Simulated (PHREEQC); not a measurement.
A column of 0.5 m (30 cells, dispersivity 0.025 m, 300 s a shift, diffusion coefficient 3e-10 m²/s) holds 0.00079 eq of the database's cation exchanger X per kg of pore water, first in equilibrium with 0.0056 mol/kgw KBr and 1e-05 mol/kgw HCl. It is flushed with 0.0017 mol KCl and 1e-05 mol HCl per kg of water, at 40 °C. Values are for the last cell. CO2 from the air is kept out. Precipitation was switched off in this run.

Base run: PHREEQC, ion-association model, phreeqc.dat. Each further column changes one thing. The table gives Br in solution (mol/kgw).

| pore volumes | base | exchange capacity from 0.00079 to 0.0004 eq/kgw | dispersivity from 0.025 to 0.05 m |
|---|---|---|---|
| 0 | 0.00560 | 0.00560 | 0.00560 |
| 0.3167 | 0.00560 | 0.00560 | 0.00558 |
| 0.5167 | 0.00548 | 0.00548 | 0.00512 |
| 0.8167 | 0.00386 | 0.00386 | 0.00339 |
| 1.117 | 0.00171 | 0.00171 | 0.00179 |
| 1.417 | 0.000567 | 0.000567 | 0.000848 |
| 1.617 | 0.000247 | 0.000247 | 0.000498 |
| 1.917 | 6.53e-5 | 6.53e-5 | 0.000219 |
| 2.217 | 1.61e-5 | 1.61e-5 | 9.41e-5 |
| 2.517 | 3.83e-6 | 3.83e-6 | 4.01e-5 |
| 2.717 | 1.45e-6 | 1.45e-6 | 2.26e-5 |
| 3.017 | 3.30e-7 | 3.30e-7 | 9.57e-6 |

Constants without temperature data keep their 25 °C values here.
